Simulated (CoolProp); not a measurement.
Properties of tetrahydrofuran along the isotherm 325.2 K.

Values from CoolProp's reference Helmholtz-energy equation of state, Fiedler 2023.

```json
[
 {"p (MPa)": "4.08", "phase": "liquid", "density (kg/m³)": "855.9", "isothermal compressibility (1/MPa)": "0.001200"},
 {"p (MPa)": "8.16", "phase": "liquid", "density (kg/m³)": "860.0", "isothermal compressibility (1/MPa)": "0.001142"},
 {"p (MPa)": "12.2", "phase": "liquid", "density (kg/m³)": "863.9", "isothermal compressibility (1/MPa)": "0.001090"},
 {"p (MPa)": "16.3", "phase": "liquid", "density (kg/m³)": "867.7", "isothermal compressibility (1/MPa)": "0.001043"},
 {"p (MPa)": "20.4", "phase": "liquid", "density (kg/m³)": "871.3", "isothermal compressibility (1/MPa)": "0.001001"},
 {"p (MPa)": "24.5", "phase": "liquid", "density (kg/m³)": "874.8", "isothermal compressibility (1/MPa)": "0.0009619"},
 {"p (MPa)": "28.6", "phase": "liquid", "density (kg/m³)": "878.2", "isothermal compressibility (1/MPa)": "0.0009263"},
 {"p (MPa)": "32.6", "phase": "liquid", "density (kg/m³)": "881.4", "isothermal compressibility (1/MPa)": "0.0008943"},
 {"p (MPa)": "36.7", "phase": "liquid", "density (kg/m³)": "884.6", "isothermal compressibility (1/MPa)": "0.0008640"},
 {"p (MPa)": "40.8", "phase": "liquid", "density (kg/m³)": "887.7", "isothermal compressibility (1/MPa)": "0.0008360"},
 {"p (MPa)": "44.9", "phase": "liquid", "density (kg/m³)": "890.7", "isothermal compressibility (1/MPa)": "0.0008099"},
 {"p (MPa)": "49", "phase": "liquid", "density (kg/m³)": "893.6", "isothermal compressibility (1/MPa)": "0.0007855"},
 {"p (MPa)": "53", "phase": "liquid", "density (kg/m³)": "896.4", "isothermal compressibility (1/MPa)": "0.0007633"}
]
```
